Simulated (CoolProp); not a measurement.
Vapour-liquid equilibrium of n-hexane (1) + m-xylene (2) at 123 kPa; x and y are mole fractions of (1).

Model: multi-fluid Helmholtz-energy mixture model, Thol 2019 and Zhou 2012; pair parameters Bell 2016, in CoolProp.

| x | bubble temperature (K) | y at the bubble point | dew temperature at overall composition x (K) | liquid density (mol/L) |
|---|---|---|---|---|
| 0.05 | 411.0 | 0.234 | 417.9 | 7.094 |
| 0.125 | 399.2 | 0.488 | 415.2 | 7.157 |
| 0.2 | 389.1 | 0.651 | 412.4 | 7.203 |
| 0.275 | 380.8 | 0.755 | ? | 7.231 |
| 0.35 | 374.1 | 0.822 | 406.0 | 7.244 |
| 0.425 | 368.8 | 0.867 | 402.5 | 7.242 |
| 0.5 | 364.5 | 0.898 | 398.5 | 7.230 |
| 0.575 | 361.1 | 0.920 | 394.1 | 7.210 |
| 0.65 | 358.3 | 0.938 | 389.2 | 7.183 |
| 0.725 | 355.8 | 0.952 | 383.4 | 7.153 |
| 0.8 | 353.7 | 0.965 | 376.5 | ? |
| 0.875 | 351.6 | 0.977 | 367.7 | 7.091 |
| 0.95 | 349.6 | 0.990 | 356.2 | ? |

**Question.** Complete the blanks.

**Answer.** 
- 0.275, dew temperature at overall composition x (K): 409.3
- 0.8, liquid density (mol/L): 7.122
- 0.95, liquid density (mol/L): 7.062

No azeotrope shows between x = 0.05 and 0.95.

The pair parameters rest on a limited set of measurements; away from them the model extrapolates.
